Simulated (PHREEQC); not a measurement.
0.014 g of hydrous ferric oxide (600 m²/g; 0.2 weak and 0.005 strong sites per Fe, Dzombak-Morel constants, diffuse double layer) in 1 kg of water with 0.1 mol/kgw of an inert sodium salt, at 25 °C; the pH is set by adding NaOH or the inert anion's acid. Oxygen alone is held at its pressure in air (log pO2 = -0.68). No CO2 enters from the air. Precipitation was switched off in this run.

Base run: PHREEQC, ion-association model, wateq4f.dat. Each further column changes one thing. The table gives surface charge σ (C/m²).

```tsv
pH	base	background salt from 0.1 to 0.01 mol/kgw	oxide from 0.014 to 0.07 g/kgw	4.6e-06 mol/kgw CuSO4 added
4	0.321	0.216	0.321	0.270
5	0.215	0.113	0.215	0.195
5.5	0.159	0.077	0.159	0.153
6	0.111	0.049	0.111	0.116
7	0.045	0.017	0.045	0.058
8	0.004	0.001	0.004	0.014
8.5	-0.014	-0.005	-0.014	-0.004
9	-0.034	-0.013	-0.034	-0.022
10	-0.094	-0.040	-0.094	-0.074
```

 The database's constant for dissolved Cu(OH)2 is higher than later reviews accept.
